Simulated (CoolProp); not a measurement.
The numbers come from the reference Helmholtz-energy equation of state, Thol 2018 in CoolProp.

Q: Give the vapour pressure (bar), vapour density (kg/m³), enthalpy of vaporisation (kJ/kg) of saturated hydrogen chloride at 271.3, 295, 302.9 K.

A: 
```
T (K)  p (bar)  vapour density (kg/m³)  enthalpy of vaporisation (kJ/kg)
-----  -------  ----------------------  --------------------------------
271.3     24.7                    52.8                               316
295       44.1                     104                               249
302.9     52.6                     133                               219
```
